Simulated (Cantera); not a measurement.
# Si + Cl2 + H2 (chlorosilane synthesis and conversion)

Input: 1 mol Si, 1.1 mol Cl2, 15 mol H2, equilibrated at 977 °C and 3.20 bar.

Method: chemical equilibrium by Gibbs-energy minimisation in Cantera with the NASA 1993 tables (ideal gas, pure condensed phases). Candidate condensed phases: Si; 19 gas species. The tables' values for SiCl3 are old estimates; treat these amounts as uncertain. Rates play no part.

The x(H2) comes out as 0.937. The x(HCl) is 0.0284 and the x(SiHCl3) is 0.0152. The x(SiCl4) is 0.0129 and the x(SiH2Cl2) comes out as 0.00243. The x(SiCl2) comes out as 0.00216 and the x(SiCl3) is 0.00198. The x(SiH3Cl) is 0.000108 and the x(SiH4) is 2.00e-6. The n(Si(s)) comes out as 0.457 mol. The gas amount is 15.61 mol.
